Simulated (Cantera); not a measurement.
Input: 1 mol (CH3)2SiCl2, 0.11 mol C2H4, 2 mol H2, held at 2573 K.

Cantera equilibrium calculation (NASA polynomials, part measured and part estimated; ideal gas, pure solids and liquids). Candidate condensed phases: C, C6H6, C7H8, C8H18, Si, SiC; 109 gas species. The feed counts by its element totals alone. Gases not in the tables: Si2H6 and higher silanes. Kinetics and transport are ignored.

**Question.** What share of the Si ends up in condensed phases as a function of P (Pa), at 100, 270, 720, 1900, 5200, 14000, 37000, 100000?

**Answer.** 
| P (Pa) | Si condensed (%) | as |
|---|---|---|
| 100 | 0.0 | - |
| 270 | 0.0 | - |
| 720 | 0.0 | - |
| 1900 | 0.0 | - |
| 5200 | 20.4 | SiC(s) |
| 14000 | 57.1 | SiC(s) |
| 37000 | 69.6 | SiC(s) |
| 100000 | 74.4 | SiC(s) |
